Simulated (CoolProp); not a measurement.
A simple Rankine cycle with cis-2-butene: condensing at 289.15 K, boiler at 2.44 MPa, turbine inlet 524 K, turbine efficiency 0.85, pump efficiency 0.8, no recuperator. Each further row changes one setting.

Computed with CoolProp (reference Helmholtz-energy equation of state, Lemmon 2005). It is a short technical equation, of lower accuracy than the large ones.

```
case                             thermal efficiency (%)  net work (kJ/kg)  heat in (kJ/kg)  turbine exit temperature (K)  volume ratio over the turbine
-------------------------------  ----------------------  ----------------  ---------------  ----------------------------  -----------------------------
as stated                                          18.5               150              810                         438.2                           14.4
condensing temperature 281.15 K                    19.9               165              828                         430.3                           18.8
boiler pressure 1.71 MPa                           16.5               136              822                         451.1                           9.98
turbine efficiency 0.75                            16.3               132              810                         447.3                           14.7
```
